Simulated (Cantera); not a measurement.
Ammonia decomposition in nitride growth gas

An isothermal, constant-pressure homogeneous reactor starts with NH3 : N2 = 0.1 : 0.68 (molar parts), at 2250 K and 10.00 Torr.

Computed with Cantera and the gas-phase N/H chemistry of the illustrative SiF4/NH3 mechanism in the Surface Chemkin manual (1991). Walls and surfaces, which speed up NH3 decomposition in real reactors, are not modelled.

```tsv
t (s)	x NH3	x N	x NH2	x N2H4	x N2	x H2	x NH
8.00e-5	0.128	4.30e-12	2.92e-5	<1e-12	0.872	1.29e-5	8.16e-9
0.000326	0.128	4.49e-10	0.000128	1.67e-11	0.872	6.29e-5	1.98e-7
0.00133	0.128	2.59e-8	0.000522	2.79e-10	0.872	0.000283	3.87e-6
0.00540	0.125	4.59e-7	0.00172	3.02e-9	0.871	0.00254	2.66e-5
0.0220	0.110	4.04e-6	0.00152	2.36e-9	0.865	0.0234	5.31e-5
0.0894	0.0659	8.22e-6	0.000819	6.89e-10	0.851	0.0818	5.31e-5
0.364	0.0125	7.71e-6	0.000221	5.02e-11	0.833	0.153	2.72e-5
1.48	5.64e-5	2.96e-6	4.23e-6	<1e-12	0.828	0.168	2.36e-6
6.03	5.53e-8	2.60e-7	1.85e-8	<1e-12	0.822	0.160	4.65e-8
24.6	1.03e-8	1.73e-7	5.27e-9	<1e-12	0.819	0.156	2.02e-8
100	1.03e-8	1.74e-7	5.30e-9	<1e-12	0.819	0.156	2.03e-8
```
x: mole fraction; the columns are a selection and need not sum to one.

Equilibrium at this temperature and pressure: NH3 1.03e-8, N 1.74e-7, NH2 5.30e-9, N2H4 <1e-12, N2 0.819, H2 0.156, NH 2.03e-8 (gas phase only).
